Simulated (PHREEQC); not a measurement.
A solution holds 14 mmol/kgw CsOH, 0.47 mmol/kgw CO2 and 23 mmol/kgw Na2CO3, at 25 °C. Closed to the air; pH follows from the charge balance.

Computed with PHREEQC (ion-association model, wateq4f.dat).

Precipitation was switched off in this run.

Problem. Order these C species by the share of C that they hold, largest first: NaCO3-, HCO3-, CO3-2.

Solution. CO3-2 (75 %), NaCO3- (24 %), HCO3- (0.81 %)

The pH is 12.02 and the ionic strength 0.0721 mol/kgw.
